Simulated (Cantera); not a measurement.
Premixed flame

A freely propagating, adiabatic, planar premixed flame of H2 : O2 : N2 = 1 : 0.227 : 0.591 (molar parts), unburnt at 648 K and 100.0 Torr; multicomponent transport, grid criteria slope 0.08 and curve 0.16, no radiation.

Computed with Cantera and the H2/O2 subset of GRI-Mech 3.0, which has no nitrogen chemistry. Burning velocities carry a grid error of a few per cent, more on coarse grids.

| z (mm) | T (K) | u (m/s) | x H2 | x O2 | x HO2 | x H2O2 | x H | x O |
|---|---|---|---|---|---|---|---|---|
| -17.8 | 648 | 9.09 | 0.550 | 0.125 | <1e-8 | <1e-8 | <1e-8 | <1e-8 |
| -11.9 | 648 | 9.09 | 0.550 | 0.125 | <1e-8 | <1e-8 | <1e-8 | <1e-8 |
| -8.91 | 648 | 9.09 | 0.550 | 0.125 | 1.15e-8 | <1e-8 | <1e-8 | <1e-8 |
| -5.94 | 648 | 9.09 | 0.550 | 0.125 | 1.10e-6 | <1e-8 | 1.41e-6 | 1.22e-8 |
| -2.97 | 659 | 9.25 | 0.548 | 0.125 | 3.79e-5 | 2.10e-7 | 0.000962 | 1.42e-5 |
| -1.48 | 778 | 10.9 | 0.524 | 0.119 | 2.64e-5 | 1.67e-7 | 0.0167 | 0.000369 |
| 0 | 1148 | 15.6 | 0.349 | 0.0597 | 1.03e-5 | 2.54e-7 | 0.114 | 0.00531 |
| 1.48 | 1384 | 18.6 | 0.240 | 0.00443 | 7.58e-7 | 1.49e-7 | 0.163 | 0.00302 |
| 2.97 | 1472 | 19.7 | 0.241 | 0.00132 | 2.10e-7 | 1.37e-7 | 0.156 | 0.00244 |
| 5.94 | 1582 | 21.0 | 0.252 | 0.00112 | 1.59e-7 | 1.22e-7 | 0.140 | 0.00243 |
| 11.9 | 1712 | 22.5 | 0.265 | 0.000980 | 1.28e-7 | 8.72e-8 | 0.121 | 0.00226 |
| 23.8 | 1855 | 24.1 | 0.279 | 0.000773 | 9.65e-8 | 5.12e-8 | 0.0998 | 0.00189 |
| 47.5 | 1998 | 25.6 | 0.293 | 0.000542 | 7.14e-8 | 2.75e-8 | 0.0787 | 0.00139 |
x: mole fraction of selected species; z is measured from the peak of heat release.

The laminar burning velocity is 909 cm/s and the thermal thickness comes out as 5.94 mm. The peak x(HO2) comes out as 3.81e-5. The peak x(H2O2) is 2.57e-7, the peak x(H) is 0.163 and the peak x(O) is 0.00570.
